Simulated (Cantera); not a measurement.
Cantera run, input and output.

```python
import numpy as np
import cantera as ct

gas = ct.Solution("gri30.yaml")
gas.TPX = 2200, 1333, {'NO': 1, 'N2': 4.1, 'H2O': 0.0052}
reactor = ct.IdealGasConstPressureReactor(gas, energy="off", clone=False)
net = ct.ReactorNet([reactor])
net.rtol, net.atol = 1e-08, 1e-18
show = ['NO', 'O', 'O2', 'N2O', 'N2', 'NO2']
times = np.geomspace(2e-06, 5, 11)

steps = ct.SolutionArray(gas, extra=["t"])
rows = []
print(f"{'t/s':>10s}{'T/K':>9s}{'P/Pa':>11s}" + "".join(f"{s:>11s}" for s in show))
for t in times:
    while net.time < t:
        t_next = net.step()
        steps.append(gas.state, t=t_next)
    rows.append([np.interp(t, steps.t, y) for y in (steps.T, steps.P, *steps(*show).X.T)])
    print(f"{t:10.3e}{rows[-1][0]:9.1f}{rows[-1][1]:11.4g}" + "".join(f"{x:11.3e}" for x in rows[-1][2:]))
rate = np.gradient(steps.T, steps.t)
print("integrator steps:", len(steps.t))
if steps.T.max() > steps.T[0] + 200:
    print(f"time of steepest temperature rise: {steps.t[rate.argmax()]:.4e} s")
gas.TPX = 2200, 1333, {'NO': 1, 'N2': 4.1, 'H2O': 0.0052}
gas.equilibrate("TP")
print(f"equilibrium (TP): T = {gas.T:.1f} K  " + "  ".join(f"{s} {gas[s].X[0]:.3e}" for s in show))
```

Output:

```
       t/s      T/K       P/Pa         NO          O         O2        N2O         N2        NO2
 2.000e-06   2200.0       1333  1.959e-01  4.450e-09  4.233e-14  4.449e-09  8.031e-01  1.989e-14
 8.726e-06   2200.0       1333  1.959e-01  1.942e-08  8.059e-13  1.941e-08  8.031e-01  3.793e-13
 3.807e-05   2200.0       1333  1.959e-01  8.474e-08  1.535e-11  8.453e-08  8.031e-01  7.279e-12
 1.661e-04   2200.0       1333  1.959e-01  3.701e-07  2.926e-10  3.662e-07  8.031e-01  1.431e-10
 7.248e-04   2200.0       1333  1.959e-01  1.622e-06  5.628e-09  1.550e-06  8.031e-01  3.064e-09
 3.162e-03   2200.0       1333  1.959e-01  7.154e-06  1.174e-07  5.939e-06  8.031e-01  7.423e-08
 1.380e-02   2200.0       1333  1.958e-01  3.095e-05  4.640e-06  1.562e-05  8.031e-01  1.355e-06
 6.020e-02   2200.0       1333  1.954e-01  1.189e-04  2.027e-04  1.461e-05  8.031e-01  2.812e-06
 2.627e-01   2200.0       1333  1.902e-01  8.712e-04  2.350e-03  8.166e-06  8.052e-01  3.668e-06
 1.146e+00   2200.0       1333  1.452e-01  3.418e-03  2.335e-02  4.466e-06  8.266e-01  7.357e-06
 5.000e+00   2200.0       1333  2.474e-02  6.552e-03  8.179e-02  1.660e-07  8.854e-01  2.308e-06
integrator steps: 972
equilibrium (TP): T = 2200.0 K  NO 8.808e-03  O 7.047e-03  O2 8.948e-02  N2O 6.022e-08  N2 8.931e-01  NO2 8.439e-07
```

Cantera simulation using GRI-Mech 3.0 (53 species, 325 reactions); the numbers are that mechanism's predictions, not measurements. Radical loss at walls, strong at low pressure, is not modelled.
